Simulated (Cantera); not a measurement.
A freely propagating, adiabatic, planar premixed flame of CH4 : C2H6 : O2 : N2 = 1 : 0.074 : 2.46 : 9.23 (molar parts), equivalence ratio 0.92, unburnt at 600 K and 760 Torr; mixture-averaged transport, grid criteria slope 0.08 and curve 0.16, no radiation.

Detailed kinetics in Cantera: GRI-Mech 3.0 (53 species, 325 reactions). Burning velocities carry a grid error of a few per cent, more on coarse grids.

**Question.** What does this change do: 0.92 parts H2 added?

**Answer.** 
| quantity | before | after |
|---|---|---|
| laminar burning velocity | 126 cm/s | 195 cm/s |
| thermal thickness | 0.331 mm | 0.267 mm |
| peak x(O) | 0.00543 | 0.00498 |
| peak x(CO) | 0.0493 | 0.0554 |
| peak x(CH2CO) | 0.000202 | 0.000147 |

**Question.** What does this change do: CH4 1 to 1.3 parts?

**Answer.** 
| quantity | before | after |
|---|---|---|
| laminar burning velocity | 126 cm/s | 127 cm/s |
| thermal thickness | 0.331 mm | 0.323 mm |
| peak x(O) | 0.00543 | 0.00294 |
| peak x(CO) | 0.0493 | 0.0665 |
| peak x(CH2CO) | 0.000202 | 0.000289 |

**Question.** What does this change do: O2 2.46 to 1.9 parts?

**Answer.** 
```tsv
quantity	before	after
laminar burning velocity	126 cm/s	79.2 cm/s
thermal thickness	0.331 mm	0.436 mm
peak x(O)	0.00543	0.00134
peak x(CO)	0.0493	0.0539
peak x(CH2CO)	0.000202	0.000250
```
